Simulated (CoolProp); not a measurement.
Properties of R1233zd(E) along the isobar 561 kPa (Tc = 165.7 °C, pc = 3583 kPa, ω = 0.304).

Values from CoolProp's reference Helmholtz-energy equation of state, Akasaka 2022.

```
T (°C)    phase  density (kg/m³)
-------  ------  ---------------
-100.45  liquid             1533
-83.55   liquid             1499
-66.55   liquid             1464
-49.55   liquid             1429
-32.55   liquid             1394
-15.65   liquid             1357
1.35     liquid             1319
18.35    liquid             1280
35.25    liquid             1239
52.25    liquid             1195
69.25    liquid             1147
86.25       gas            27.89
103.15      gas            26.06
120.15      gas            24.50
137.15      gas            23.17
154.15      gas            22.01
```
